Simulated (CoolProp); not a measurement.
A single-stage vapour-compression cycle with n-butane: evaporating at 227.15 K (dew point), condensing at 257.15 K (bubble point), superheat 0 K, subcooling 0 K, compressor efficiency 0.9, no pressure losses. Each further row changes one setting.

Model: reference Helmholtz-energy equation of state, Bücker 2006, in CoolProp.

```csv
case,cooling COP,pressure ratio,discharge temperature (K),refrigerating effect (kJ/kg),volumetric capacity (kJ/m³)
as stated,6.19,4.50,267.4,357,133
evaporating temperature 232.15 K,7.72,3.39,265.0,___,176
condensing temperature 252.15 K,7.57,___,261.3,369,137
subcooling 5 K,6.39,4.50,267.4,369,137
superheat 10 K,6.17,4.50,___,372,___
compressor efficiency 0.8,___,4.50,271.9,357,133
```

**Question.** Complete the blanks.

**Answer.** 
- evaporating temperature 232.15 K, refrigerating effect (kJ/kg): 364
- condensing temperature 252.15 K, pressure ratio: 3.60
- superheat 10 K, discharge temperature (K): 277.9
- superheat 10 K, volumetric capacity (kJ/m³): 132
- compressor efficiency 0.8, cooling COP: 5.50
